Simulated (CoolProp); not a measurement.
A simple Rankine cycle with R365MFC: condensing at 321.15 K, boiler at 0.438 MPa, turbine inlet 401.4 K, turbine efficiency 0.85, pump efficiency 0.7, no recuperator. Each further row changes one setting.

Computed with CoolProp (reference Helmholtz-energy equation of state, Lemmon 2016).

```json
[
 {"case": "as stated", "thermal efficiency (%)": "7.6", "net work (kJ/kg)": "20.6", "heat in (kJ/kg)": "270", "turbine exit temperature (K)": "379.5", "volume ratio over the turbine": "3.29"},
 {"case": "turbine inlet 421.4 K", "thermal efficiency (%)": "7.4", "net work (kJ/kg)": "21.9", "heat in (kJ/kg)": "294", "turbine exit temperature (K)": "399.6", "volume ratio over the turbine": "3.27"},
 {"case": "condensing temperature 313.15 K", "thermal efficiency (%)": "9.1", "net work (kJ/kg)": "25.4", "heat in (kJ/kg)": "___", "turbine exit temperature (K)": "374.8", "volume ratio over the turbine": "4.32"},
 {"case": "boiler pressure 0.307 MPa", "thermal efficiency (%)": "5.5", "net work (kJ/kg)": "14.8", "heat in (kJ/kg)": "___", "turbine exit temperature (K)": "386.4", "volume ratio over the turbine": "2.29"},
 {"case": "turbine efficiency 0.75", "thermal efficiency (%)": "___", "net work (kJ/kg)": "18.1", "heat in (kJ/kg)": "270", "turbine exit temperature (K)": "___", "volume ratio over the turbine": "___"}
]
```

Task: Fill in the missing entries.

Result: 
- condensing temperature 313.15 K, heat in (kJ/kg): 281
- boiler pressure 0.307 MPa, heat in (kJ/kg): 272
- turbine efficiency 0.75, thermal efficiency (%): 6.7
- turbine efficiency 0.75, turbine exit temperature (K): 381.6
- turbine efficiency 0.75, volume ratio over the turbine: 3.31
